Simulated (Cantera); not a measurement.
Equilibrium for silicon etching in halogen gases: Si + NF3 + N2

Charge: 1 mol Si, 4.1 mol NF3, 59 mol N2, at 29.0 Pa.

These are equilibrium values from Cantera (NASA tables, ideal gas, pure condensed phases), not measurements of a reactor. Candidate condensed phases: Si, Si3N4; 16 gas species. Equilibrium is a limit: real reactors are often held back by kinetics, nucleation or transport.

```json
[
 {"T (K)": "473", "x N2": "0.940", "x F": "2.19e-6", "x F2": "0.000421", "x NF3": "0.0433", "x SiF4": "0.0158", "x SiF3": "<1e-12"},
 {"T (K)": "673", "x N2": "0.918", "x F": "0.0111", "x F2": "0.0528", "x NF3": "0.00281", "x SiF4": "0.0151", "x SiF3": "<1e-12"},
 {"T (K)": "873", "x N2": "0.873", "x F": "0.107", "x F2": "0.00607", "x NF3": "5.05e-7", "x SiF4": "0.0143", "x SiF3": "<1e-12"},
 {"T (K)": "1073", "x N2": "0.868", "x F": "0.118", "x F2": "0.000108", "x NF3": "4.33e-11", "x SiF4": "0.0142", "x SiF3": "<1e-12"},
 {"T (K)": "1273", "x N2": "0.868", "x F": "0.118", "x F2": "5.88e-6", "x NF3": "<1e-12", "x SiF4": "0.0142", "x SiF3": "<1e-12"},
 {"T (K)": "1473", "x N2": "0.868", "x F": "0.118", "x F2": "6.94e-7", "x NF3": "<1e-12", "x SiF4": "0.0142", "x SiF3": "2.65e-11"},
 {"T (K)": "1673", "x N2": "0.868", "x F": "0.118", "x F2": "1.36e-7", "x NF3": "<1e-12", "x SiF4": "0.0142", "x SiF3": "1.01e-8"}
]
```
x: gas mole fraction; nothing condenses.

From 473 K to 1673 K nothing is condensed. The main Si-bearing gas is SiF4 throughout.
